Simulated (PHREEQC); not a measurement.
**Metal-bearing waste water: speciation**

Solution (20 °C and 100 atm): 0.96 mmol/kgw FeCl3, 120 mmol/kgw ZnCl2 and 1.8 mmol/kgw NaHCO3. Closed to the air; pH follows from the charge balance.

Computed with PHREEQC (ion-association model, phreeqc.dat).

Each row changes one thing in this solution. No solid was allowed to form.

```json
[
 {"case": "as made", "pH": "4.56", "ionic strength (mol/kgw)": "0.332", "Zn+2 (mol/kgw)": "0.105", "ZnCl+ (mol/kgw)": "0.0137", "CO2 (mol/kgw)": "0.00162", "ZnCl2 (mol/kgw)": "0.000859"},
 {"case": "FeCl3 from 0.00096 to 0.00048 mol/kgw", "pH": "5.43", "ionic strength (mol/kgw)": "0.330", "Zn+2 (mol/kgw)": "0.104", "ZnCl+ (mol/kgw)": "0.0136", "CO2 (mol/kgw)": "0.000997", "ZnCl2 (mol/kgw)": "0.000849"},
 {"case": "0.026 mol/kgw HF added", "pH": "2.29", "ionic strength (mol/kgw)": "0.335", "Zn+2 (mol/kgw)": "0.104", "ZnCl+ (mol/kgw)": "0.0135", "CO2 (mol/kgw)": "0.00180", "ZnCl2 (mol/kgw)": "0.000847"},
 {"case": "ZnCl2 from 0.12 to 0.108 mol/kgw", "pH": "4.56", "ionic strength (mol/kgw)": "0.301", "Zn+2 (mol/kgw)": "0.0953", "ZnCl+ (mol/kgw)": "0.0117", "CO2 (mol/kgw)": "0.00163", "ZnCl2 (mol/kgw)": "0.000681"},
 {"case": "temperature from 20 to 55 °C", "pH": "4.24", "ionic strength (mol/kgw)": "0.282", "Zn+2 (mol/kgw)": "0.0814", "ZnCl+ (mol/kgw)": "0.0343", "CO2 (mol/kgw)": "0.00171", "ZnCl2 (mol/kgw)": "0.00301"}
]
```

Some of these states are supersaturated (in Hematite (slow to form), Goethite (slow to form), for instance). Under pressure, the constants of complexes without a molar volume in the database are unreliable. Constants without temperature data keep their 25 °C values here. Fluoro complexes past AlF4- and FeF3 are missing from the database.
